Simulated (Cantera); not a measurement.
Predominance diagram of Ti at 1500 K against the partial pressures of O2 and CO (log10, bar). Source: NASA polynomial tables (part measured, part estimated), evaluated in Cantera. Candidates: Ti(β), TiC(s), TiO(s), TiO2(rutile), Ti2O3(s), Ti3O5(s), Ti4O7(s). Only these pure phases compete in this equilibrium. TiC, TiO: taken at fixed stoichiometry. Not in the tables: Magnéli phases beyond Ti4O7, TiC-TiO solid solutions.

Task: Which phase is stable at these pairs, and which metal-bearing vapour leads over it? (-6.6, -12.8); (-15.2, -2.3); (-6.6, -1.2); (-15.2, -14); (1, -5.8); (-12.3, -14); (-5.6, -2.3)

Result: 
```
log p(O2)  log p(CO)         phase  chief vapour  log p (bar)
---------  ---------  ------------  ------------  -----------
-6.6           -12.8  TiO2(rutile)          TiO2        -12.0
-15.2           -2.3      Ti4O7(s)          TiO2        -12.0
-6.6            -1.2  TiO2(rutile)          TiO2        -12.0
-15.2            -14      Ti4O7(s)          TiO2        -12.0
1               -5.8  TiO2(rutile)          TiO2        -12.0
-12.3            -14  TiO2(rutile)          TiO2        -12.0
-5.6            -2.3  TiO2(rutile)          TiO2        -12.0
```
